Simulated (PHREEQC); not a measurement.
Solution (65 °C): 0.21 mol NaBr, 0.0018 mol NH4Br and 0.0035 mol NaF per kg of water. Closed to the air; pH follows from the charge balance.

Model: ion-association model, phreeqc.dat, run in PHREEQC.

Each row changes one thing in this solution. This is a speciation only: nothing precipitates in the calculation.

```
case                            pH  NaF (mol/kgw)  HF (mol/kgw)  HF2- (mol/kgw)
----------------------------  ----  -------------  ------------  --------------
as made                       6.02       0.000191       6.72e-6         9.64e-8
temperature from 65 to 25 °C  6.42       0.000201       1.26e-6         1.58e-8
NH4Br left out                6.83       0.000192       1.03e-6         1.48e-8
NaBr left out                 6.01        5.91e-6       1.02e-5         1.56e-7
temperature from 65 to 30 °C  6.36       0.000200       1.58e-6         2.06e-8
```

Species that the database lacks are ignored. At this temperature some constants are extrapolated from 25 °C, and those without enthalpy data are left unchanged.
